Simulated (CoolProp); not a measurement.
Vapour-liquid equilibrium of benzene (1) + n-dodecane (2) at 0.0506 bar; x and y are mole fractions of (1).

Values from CoolProp's multi-fluid Helmholtz-energy mixture model, Thol 2012 and Lemmon 2004; pair parameters Bell 2016.

| x | bubble temperature, mixture model (K) | bubble temperature, Raoult's law (K) | y, mixture model | y, Raoult's law |
|---|---|---|---|---|
| 0.05 | 353.4 | 349.4 | [?] | 0.888 |
| 0.2 | 311.7 | 313.8 | [?] | 0.990 |
| 0.35 | 297.4 | 300.9 | 0.998 | 0.997 |
| 0.5 | [?] | 293.3 | 0.999 | 0.999 |
| 0.65 | 286.4 | 288.0 | 1.000 | 0.999 |
| 0.8 | 283.4 | 283.9 | 1.000 | 1.000 |
| 0.95 | 280.6 | 280.7 | 1.000 | 1.000 |

### Question
What belongs in the gaps?

### Answer

- 0.05, y, mixture model: 0.860
- 0.2, y, mixture model: 0.992
- 0.5, bubble temperature, mixture model (K): 290.5

The largest gap from Raoult's law is +4.0 K in bubble temperature, at x = 0.05. No azeotrope shows between x = 0.05 and 0.95.

Pair parameters are fitted to limited data, so mixtures are less certain than the pure fluids. The gap from Raoult's law changes sign with composition, which may be real or a fault of the pair parameters; it wasn't checked against measurements.
